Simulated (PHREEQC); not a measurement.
A solution holds 31 mmol/kgw Mg(NO3)2, at 59 °C. Closed to the air; pH follows from the charge balance.

Computed with PHREEQC (ion-association model, phreeqc.dat).

This is a speciation only: nothing precipitates in the calculation.

### Question
Estimate the specific conductance.

### Answer
specific conductance 11100 µS/cm.

Constants without temperature data keep their 25 °C values here.
